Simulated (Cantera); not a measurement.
Cantera with NASA thermochemical tables; ideal gases at 1 bar, condensed phases pure. Values are per mole of reaction as written; species without (g) are pure solids or liquids, kept so even where they would boil at 1 bar. VN: taken at fixed stoichiometry.

Q: Between 375 and 750 K, where is each reaction favourable under standard conditions?
- 2 VN + 5 OH(g) = 5 H(g) + V₂O₄ + N₂O(g)

A: 
- 2 VN + 5 OH(g) = 5 H(g) + V₂O₄ + N₂O(g): ΔG° is 17 kJ at 375 K and 32 kJ at 750 K; it stays positive (K < 1). ΔH° is 14 kJ and ΔS° -23 J/K at 750 K.
